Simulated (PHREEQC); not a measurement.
Dissolve 0.077 mol/kgw H2SO4, 0.0012 mol/kgw FeCl3 and 0.0014 mol/kgw MnSO4 at 25 °C. Closed to the air; pH follows from the charge balance.

The numbers come from PHREEQC with the ion-association model, phreeqc.dat.

Precipitation was switched off in this run.

**Question.** What pH, density does the model give?

**Answer.** pH 1.11; density 1.002 g/cm³.

**Question.** In which forms is Fe present?

**Answer.** FeSO4+ 60 %, FeHSO4+2 27 %, Fe(SO4)2- 8.1 %, Fe+3 4.2 % of the Fe.

Saturation is exceeded, for instance for Hematite (slow to form); the values hold only as long as no solid forms. Species that the database lacks are ignored.
